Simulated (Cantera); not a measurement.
Input: 1 mol CF4, 0.029 mol CH4, equilibrated at 7.60 Pa.

Equilibrium computed with Cantera from the NASA thermochemical tables; the gas is ideal and each condensed phase is pure. Candidate condensed phases: C, C6H6, C7H8, C8H18; 95 gas species. Gases not in the tables: C2F6 and larger saturated fluorocarbons. Rates play no part.

x: gas mole fraction; n: condensed amount in mol.

```tsv
T (°C)	x F	x CF4	x CF2	x HF	x CF	x C3	n C(graphite)
1475	0.0819	0.721	0.0988	0.0948	9.07e-5	2.93e-10	?
1550	0.194	0.544	0.176	0.0817	0.000299	2.00e-9	0
1625	0.388	0.291	0.252	0.0620	0.000838	1.28e-8	0
1700	0.573	0.0826	0.293	0.0449	0.00232	1.86e-7	?
1775	0.731	0.0129	0.214	0.0364	0.00427	1.16e-6	?
1850	0.828	0.00153	0.130	0.0329	0.00680	6.30e-6	?
1925	0.884	0.000171	0.0740	0.0312	0.00995	3.05e-5	?
2000	0.914	1.98e-5	0.0412	0.0302	0.0138	0.000133	0.815
2075	0.928	2.46e-6	0.0230	0.0296	0.0184	0.000524	0.859
2150	0.931	3.33e-7	0.0131	0.0291	0.0238	0.00190	0.856
2225	0.924	4.88e-8	0.00749	0.0284	0.0300	0.00634	?
2300	0.903	7.48e-9	0.00429	0.0271	0.0367	0.0197	?
```

**Question.** Some entries are withheld; supply them.

**Answer.** 
- 1475, n C(graphite): 0.0215
- 1700, n C(graphite): 0.0426
- 1775, n C(graphite): 0.288
- 1850, n C(graphite): 0.539
- 1925, n C(graphite): 0.715
- 2225, n C(graphite): 0.789
- 2300, n C(graphite): 0.578
